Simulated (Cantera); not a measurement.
Gas activation for diamond growth

An isothermal, constant-pressure homogeneous reactor starts with 2.63 % CH4, 97.3 % H2, 0.0924 % N2, at 1850 K and 13300 Pa.

Model: GRI-Mech 3.0 (53 species, 325 reactions), integrated in Cantera. GRI-Mech 3.0 stops at C3 and has no aromatics, soot or wall deposition, so with more carbon than oxygen in the feed, carbon stays in small species such as C2H2 where larger ones or solid carbon would form.

```tsv
t (s)	x CH4	x H2	x H	x CH2	x C2H6	x HCN
9.00e-5	0.0262	0.973	6.29e-5	2.43e-9	9.04e-9	<1e-12
0.000349	0.0261	0.973	0.000243	3.68e-8	2.09e-7	<1e-12
0.00136	0.0257	0.972	0.000830	4.03e-7	1.92e-6	4.45e-12
0.00527	0.0236	0.973	0.00134	9.33e-7	3.34e-6	1.47e-10
0.0204	0.0176	0.976	0.00138	7.49e-7	1.93e-6	7.71e-10
0.0794	0.00872	0.980	0.00142	4.10e-7	4.90e-7	2.34e-9
0.308	0.00289	0.983	0.00146	1.47e-7	5.63e-8	5.04e-9
1.20	0.000915	0.984	0.00147	4.78e-8	6.86e-9	8.70e-9
4.64	0.000588	0.985	0.00147	3.10e-8	3.60e-9	1.58e-8
18.0	0.000585	0.985	0.00147	3.08e-8	3.57e-9	4.53e-8
70.0	0.000585	0.985	0.00147	3.08e-8	3.57e-9	1.80e-7
```
x: mole fraction; the columns are a selection and need not sum to one.

Equilibrium at this temperature and pressure: CH4 0.000571, H2 0.985, H 0.00147, CH2 3.00e-8, C2H6 3.40e-9, HCN 0.00120 (gas phase only).
